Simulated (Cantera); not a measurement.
Charge: 1 mol c-C₄F₈, 1.6 mol HCl, 0.31 mol Si, at 0.100 bar.

Cantera equilibrium calculation (NASA polynomials, part measured and part estimated; ideal gas, pure solids and liquids). Candidate condensed phases: C, C₆H₆, C₇H₈, C₈H₁₈, Si, SiC; 143 gas species. The feed counts by its element totals alone. Gases not in the tables: C₂F₆ and larger saturated fluorocarbons. Equilibrium is a limit: real reactors are often held back by kinetics, nucleation or transport. All values below are at 1052 °C.

Base state: CF₄ 0.353, HF 0.283, HCl 0.128, Cl₂ 0.125, SiF₄ 0.0796, Cl 0.0173, CClF₃ 0.0136, CCl₂F₂ 0.000492 (mole fractions); condensed: C(graphite).

**Question.** What changes in the equilibrium state with this change: Si from 0.31 to 0.035 mol?

**Answer.** 
```csv
species,before,after
CF₄,0.353,0.421
HF,0.283,0.286
Cl₂,0.125,0.126
SiF₄,0.0796,0.00898
HCl,0.128,0.124
CClF₃,0.0136,0.0156
Cl,0.0173,0.0173
CCl₂F₂,0.000492,0.000540
CCl₃F,1.44e-5,1.52e-5
"C(graphite), mol",2.57,2.30
```
